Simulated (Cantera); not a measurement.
A closed system holds: 1 mol CH3OH, 0.014 mol O2, held at 1975 K and 0.133 bar.

Equilibrium computed with Cantera from the NASA thermochemical tables; the gas is ideal and each condensed phase is pure. Candidate condensed phases: C, C6H6, C7H8, C8H18, H2O; 110 gas species. Kinetics and transport are ignored.

Base state: H2 0.656, CO 0.332, H2O 0.00837, H 0.00303, CO2 0.000943 (mole fractions); condensed: gas only.

Question: What changes in the equilibrium state with this change: pressure from 0.133 bar to 0.00240 bar?

Answer: 
```tsv
species	before	after
H2	0.656	0.640
CO	0.332	0.329
H	0.00303	0.0223
OH	3.69e-6	2.75e-5
H2O	0.00837	0.00826
CO2	0.000943	0.000944
```
